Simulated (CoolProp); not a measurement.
Properties of dimethyl carbonate along the isotherm 600 K.

The numbers come from the reference Helmholtz-energy equation of state, Zhou 2011 in CoolProp.

```csv
p (kPa),phase,density (kg/m³),cp (kJ/(kg K)),cv (kJ/(kg K)),speed of sound (m/s),Joule-Thomson coefficient (K/MPa)
77.6,gas,1.407,1.862,1.768,240.5,5.462
114,gas,2.071,1.864,1.769,240.0,5.476
167,gas,3.044,1.865,1.769,239.4,5.496
245,gas,4.485,1.868,1.770,238.5,5.527
360,gas,6.633,1.872,1.771,237.1,5.574
529,gas,9.843,1.878,1.772,___,5.645
776,gas,14.65,1.888,1.774,232.0,5.754
1140,gas,22.01,___,1.778,227.5,5.927
1670,gas,33.38,1.930,1.784,220.6,6.208
2450,gas,51.79,1.982,___,209.9,6.692
3600,gas,83.91,2.103,1.811,192.7,7.585
5290,supercritical,149.9,2.512,1.850,165.7,9.107
7760,supercritical,332.0,4.044,1.911,___,___
11400,supercritical,519.3,3.143,1.882,249.7,2.146
16700,supercritical,609.7,2.712,___,356.0,0.8537
24500,supercritical,___,2.500,1.863,462.4,___
```

### Question
What belongs in the gaps?

### Answer

- 529, speed of sound (m/s): 235.1
- 1140, cp (kJ/(kg K)): 1.903
- 2450, cv (kJ/(kg K)): 1.793
- 7760, speed of sound (m/s): 153.3
- 7760, Joule-Thomson coefficient (K/MPa): 7.252
- 16700, cv (kJ/(kg K)): 1.866
- 24500, density (kg/m³): 674.7
- 24500, Joule-Thomson coefficient (K/MPa): 0.3256

The peak of cp marks the crossing from liquid-like to gas-like fluid above the critical point.
